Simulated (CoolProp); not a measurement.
R124 along the isotherm 420.4 K: density (kg/m³) from the reference equation and from simpler models built on Tc = 395.4 K, pc = 3.624 MPa, ω = 0.288; each cubic takes its own stable root.

The numbers come from the reference Helmholtz-energy equation of state, de Vries 1995 in CoolProp.

```
p (MPa)  phase  reference
-------  -----  ---------
0.227      gas      9.023
0.453      gas      18.34
0.68       gas      28.07
0.906      gas      38.16
1.13       gas      48.59
1.36       gas      59.81
1.59       gas      71.59
1.81       gas      83.45
```

Task: How far does each simpler model (ideal gas, van der Waals, Redlich-Kwong, Soave-Redlich-Kwong) lie from the reference over these 8 states: mean and median of the absolute difference, and the worst?

Result: 
- ideal gas: mean 8.4 %, median 8.3 %, worst -15.3 % at 420.4 K and 1.81 MPa
- van der Waals: mean 0.6 %, median 0.6 %, worst -1.1 % at 420.4 K and 1.81 MPa
- Redlich-Kwong: mean 0.2 %, median 0.2 %, worst +0.4 % at 420.4 K and 1.81 MPa
- Soave-Redlich-Kwong: mean 0.2 %, median 0.2 %, worst -0.4 % at 420.4 K and 1.81 MPa
